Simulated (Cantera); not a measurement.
A Cantera script and its output.

```python
import numpy as np
import cantera as ct

gas = ct.Solution("gri30.yaml")
gas.TPX = 598, 1000000, {'CH4': 1, 'O2': 1.82, 'N2': 8.8, 'H2O': 0.32}
flame = ct.FreeFlame(gas, width=0.008)
flame.set_refine_criteria(ratio=3, slope=0.08, curve=0.16)
flame.transport_model = "mixture-averaged"
flame.solve(loglevel=0, auto=True)
z, T = flame.grid, flame.T
thick = (T[-1] - T[0]) / np.gradient(T, z).max()
show = ['CH4', 'O2', 'H2O', 'CH2CO', 'HO2', 'CH2']
print(f"laminar burning velocity  {flame.velocity[0] * 100:.3f} cm/s")
print(f"burnt temperature         {T[-1]:.1f} K")
print(f"thermal thickness         {thick * 1e3:.4f} mm")
print(f"grid points               {len(z)}")
z0 = z[flame.heat_release_rate.argmax()]
print(f"{'z/mm':>9s}{'T/K':>9s}{'u/(m/s)':>9s}" + "".join(f"{s:>11s}" for s in show))
rows = []
for k in (-3, -2, -1.5, -1, -0.5, -0.25, 0, 0.25, 0.5, 1, 2, 4, 8):
    zz = z0 + k * thick
    rows.append([k * thick, np.interp(zz, z, T), np.interp(zz, z, flame.velocity),
                 *(np.interp(zz, z, flame.X[gas.species_index(s)]) for s in show)])
    print(f"{rows[-1][0] * 1e3:9.3f}{rows[-1][1]:9.1f}{rows[-1][2]:9.3f}" + "".join(f"{x:11.3e}" for x in rows[-1][3:]))
```

Output:

```
laminar burning velocity  23.778 cm/s
burnt temperature         2145.5 K
thermal thickness         0.1234 mm
grid points               135
     z/mm      T/K  u/(m/s)        CH4         O2        H2O      CH2CO        HO2        CH2
   -0.370    599.7    0.239  8.348e-02  1.521e-01  2.713e-02  2.716e-08  9.649e-08  2.549e-19
   -0.247    612.4    0.244  8.241e-02  1.509e-01  2.926e-02  4.351e-07  8.995e-07  1.211e-16
   -0.185    645.3    0.258  8.009e-02  1.483e-01  3.413e-02  2.192e-06  3.321e-06  4.661e-15
   -0.123    781.4    0.315  7.140e-02  1.370e-01  5.154e-02  1.620e-05  1.699e-05  8.810e-13
   -0.062   1215.6    0.494  4.439e-02  9.637e-02  9.905e-02  1.083e-04  7.812e-05  4.973e-09
   -0.031   1577.8    0.644  2.165e-02  5.875e-02  1.353e-01  2.146e-04  9.576e-05  6.372e-07
    0.000   1915.0    0.781  3.413e-03  2.098e-02  1.665e-01  1.108e-04  4.092e-05  1.721e-05
    0.031   2045.2    0.831  1.021e-04  5.449e-03  1.762e-01  4.993e-06  8.943e-06  3.664e-06
    0.062   2085.9    0.845  2.600e-06  2.116e-03  1.779e-01  1.564e-07  3.546e-06  1.221e-07
    0.123   2117.7    0.856  1.110e-08  7.184e-04  1.795e-01  8.994e-10  1.070e-06  4.555e-10
    0.247   2135.7    0.863  4.087e-11  2.036e-04  1.808e-01  3.468e-12  2.140e-07  9.426e-13
    0.494   2143.3    0.866  5.713e-13  5.196e-05  1.814e-01  1.989e-14  3.599e-08  5.105e-15
    0.988   2145.3    0.867  2.126e-13  2.276e-05  1.816e-01  4.909e-16  1.325e-08  1.053e-15
```

Cantera simulation using GRI-Mech 3.0 (53 species, 325 reactions); the numbers are that mechanism's predictions, not measurements. Burning velocities carry a grid error of a few per cent, more on coarse grids.
